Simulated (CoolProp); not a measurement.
Saturation properties of dodecamethylpentasiloxane (MD3M) (Tc = 628.0 K, pc = 0.9540 MPa, ω = 0.730).

Values from CoolProp's reference Helmholtz-energy equation of state, Thol 2019.

```
T (K)     p (MPa)  liquid density (kg/m³)  enthalpy of vaporisation (kJ/kg)  surface tension (mN/m)
-----  ----------  ----------------------  --------------------------------  ----------------------
498.6     0.09142                   659.6                             112.1              (withheld)
503        0.1013                   654.0                             110.4                    5.26
507.4      0.1119                   648.4                             108.7                    5.03
511.8      0.1235                   642.6                             107.0                    4.80
516.1      0.1356                   636.9                             105.3                    4.58
520.5  (withheld)                   630.9                             103.5                    4.36
524.9      0.1633                   624.8                             101.7                    4.14
529.3  (withheld)                   618.6                             99.86                    3.92
533.6      0.1949                   612.4                             98.00              (withheld)
538        0.2125                   605.9                             96.05                    3.49
542.4      0.2314                   599.2                             94.04              (withheld)
546.8      0.2516                   592.3                             91.98                    3.07
551.1      0.2725                   585.5                             89.90                    2.87
555.5      0.2954                   578.2                             87.70                    2.66
559.9      0.3198                   570.7                             85.42                    2.46
```

Question: What belongs in the gaps?

Answer: 
- 498.6, surface tension (mN/m): 5.49
- 520.5, p (MPa): 0.1490
- 529.3, p (MPa): 0.1787
- 533.6, surface tension (mN/m): 3.70
- 542.4, surface tension (mN/m): 3.28

It boils at 503.0 K under 1 atm.

Surface tension comes from a separate correlation (Mulero 2014), older than this fluid's equation and unchecked against measurements.
